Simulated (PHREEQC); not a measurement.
Solution (25 °C): 0.11 mol/kgw FeCl3. Closed to the air; pH follows from the charge balance.

Computed with PHREEQC (ion-association model, wateq4f.dat).

This is a speciation only: nothing precipitates in the calculation.

Question: Order these Cl species by the share of Cl that they hold, largest first: FeCl3, FeCl2+, Cl-, FeCl+2.

Answer: Cl- (76 %), FeCl+2 (16 %), FeCl2+ (7.5 %), FeCl3 (0.12 %)

Question: Order these Fe species by the share of Fe that they hold, largest first: FeCl+2, Fe2(OH)2+4, FeOH+2, Fe+3, FeCl2+.

Answer: FeCl+2 (49 %), Fe+3 (24 %), FeCl2+ (11 %), Fe2(OH)2+4 (9.8 %), FeOH+2 (4.6 %)

The pH is 1.86 and the ionic strength 0.426 mol/kgw. Saturation is exceeded, for instance for Hematite (slow to form), Goethite (slow to form); the values hold only as long as no solid forms.
